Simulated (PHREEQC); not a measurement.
0.039 g of hydrous ferric oxide (600 m²/g; 0.2 weak and 0.005 strong sites per Fe, Dzombak-Morel constants, diffuse double layer) in 1 kg of water with 0.005 mol/kgw of an inert sodium salt, at 25 °C; the pH is set by adding NaOH or the inert anion's acid. Oxygen alone is held at its pressure in air (log pO2 = -0.68). No CO2 enters from the air. No solid was allowed to form.

Base run: PHREEQC, ion-association model, wateq4f.dat. Each further column changes one thing. The table gives surface charge σ (C/m²).

| pH | base | background salt from 0.005 to 0.0005 mol/kgw | oxide from 0.039 to 0.2 g/kgw | 1.2e-05 mol/kgw ZnCl2 added |
|---|---|---|---|---|
| 3 | 0.302 | 0.238 | 0.303 | 0.303 |
| 3.75 | 0.211 | 0.121 | 0.212 | 0.212 |
| 4.5 | 0.131 | 0.061 | 0.131 | 0.131 |
| 4.88 | 0.099 | … | 0.099 | 0.099 |
| 5.62 | 0.053 | … | 0.054 | 0.054 |
| 6.38 | 0.026 | 0.009 | 0.026 | 0.027 |
| 7.12 | 0.011 | … | 0.011 | 0.013 |
| 7.5 | 0.006 | … | 0.006 | 0.008 |
| 8.25 | -0.001 | 0.000 | -0.001 | 0.001 |
| 9 | -0.009 | -0.003 | -0.009 | -0.006 |

**Question.** What belongs in the gaps?

**Answer.** 
- 4.88, background salt from 0.005 to 0.0005 mol/kgw: 0.043
- 5.62, background salt from 0.005 to 0.0005 mol/kgw: 0.020
- 7.12, background salt from 0.005 to 0.0005 mol/kgw: 0.004
- 7.5, background salt from 0.005 to 0.0005 mol/kgw: 0.002

The oxide is taken as insoluble; below pH 4 it would dissolve.
